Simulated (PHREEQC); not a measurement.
PHREEQC input (ion-association model, wateq4f.dat):

```
SOLUTION_MASTER_SPECIES
  An  An-  0  An  62.0  # stands for a non-complexing anion
SOLUTION_SPECIES
  An- = An-
    -log_k 0
    -gamma 3.0 0
PHASES
  Fix_H+
    H+ = H+
    -log_k 0
SOLUTION 1
  temp 25
  units mmol/kgw
  pH 7 charge
  Se(6) 0.0075
  Na 10.015
  An 10
END
SELECTED_OUTPUT 1
  -reset false
  -pH true
  -pe true
  -ionic_strength true
  -water true
  -totals Na Se Se(-2) Se(4) Se(6)
  -molalities Hfo_wOH Hfo_wOH2+ Hfo_wO- Hfo_sOH Hfo_sOH2+ Hfo_sO- Hfo_wSeO4- Hfo_wOHSeO4-2
USER_PUNCH 1
  -headings sigma psi
  10 PUNCH EDL("sigma", "Hfo"), EDL("psi", "Hfo")
PRINT
  -reset false
USE solution 1
SURFACE 1
  Hfo_wOH 0.00116854 600 0.52
  Hfo_sOH 2.92135e-05
EQUILIBRIUM_PHASES 1
  Fix_H+ -3 HAn 10
    -force_equality true
  O2(g) -0.68 10
END
# ... the last block is repeated for the other 12 points of pH, with NaOH or the acid as the point needs
```

Selected output (columns that matter, 13 of 13 rows; pH added in front):

```
pH	mu	Na	Se	m_Hfo_wOH	m_Hfo_wOH2+	m_Hfo_wO-	m_Hfo_sOH	m_Hfo_sOH2+	m_Hfo_sO-	m_Hfo_wSeO4-	m_Hfo_wOHSeO4-2	sigma	psi
3	0.011636	0.010015	4.8778e-10	0.00013605	0.0010246	4.1388e-07	3.4233e-06	2.578e-05	1.0414e-08	5.7508e-06	1.7487e-06	0.32186	0.20191
3.5	0.010804	0.010015	6.8427e-10	0.00028481	0.0008741	2.1259e-06	7.1663e-06	2.1994e-05	5.3492e-08	4.2947e-06	3.2046e-06	0.27316	0.19539
4	0.010472	0.010015	1.4495e-09	0.00045797	0.00069617	6.9019e-06	1.1523e-05	1.7517e-05	1.7366e-07	2.9916e-06	4.5069e-06	0.21482	0.18386
4.5	0.010307	0.010015	4.1847e-09	0.00061445	0.00053029	1.631e-05	1.546e-05	1.3343e-05	4.1039e-07	2.0517e-06	5.4441e-06	0.15896	0.16883
5	0.010207	0.010015	1.538e-08	0.00073262	0.0003975	3.0933e-05	1.8434e-05	1.0002e-05	7.7832e-07	1.4336e-06	6.051e-06	0.11204	0.15118
5.5	0.010141	0.010015	6.9156e-08	0.00080973	0.00030157	4.9808e-05	2.0373e-05	7.5875e-06	1.2532e-06	1.0394e-06	6.3914e-06	0.075547	0.13126
6	0.010095	0.010015	3.629e-07	0.00085384	0.00023714	7.0428e-05	2.1477e-05	5.9649e-06	1.7715e-06	7.7195e-07	6.3651e-06	0.04868	0.10922
6.5	0.010065	0.010015	1.836e-06	0.00087737	0.00019514	9.0368e-05	2.2041e-05	4.9023e-06	2.2702e-06	5.014e-07	5.1626e-06	0.029869	0.085352
7	0.010048	0.010015	5.2295e-06	0.00089048	0.00016705	0.00010874	2.2305e-05	4.1844e-06	2.7239e-06	1.7191e-07	2.0986e-06	0.017133	0.060149
7.5	0.010035	0.010015	7.1113e-06	0.0008957	0.00014958	0.00012287	2.24e-05	3.7407e-06	3.0729e-06	2.642e-08	3.6231e-07	0.0082334	0.033559
8	0.010025	0.010015	7.4522e-06	0.00089694	0.00013802	0.00013353	2.2424e-05	3.4506e-06	3.3384e-06	3.0094e-09	4.4788e-08	0.0013938	0.0060826
8.5	0.010034	0.010035	7.4944e-06	0.00089664	0.00012795	0.00014395	2.2416e-05	3.1987e-06	3.5987e-06	3.262e-10	5.2351e-09	-0.0050764	-0.021557
9	0.010054	0.010068	7.4993e-06	0.00089466	0.00011655	0.00015733	2.2367e-05	2.9137e-06	3.9332e-06	3.5663e-11	6.2692e-10	-0.012928	-0.048795
```

Species that the database lacks are ignored. The oxide is taken as insoluble; below pH 4 it would dissolve.
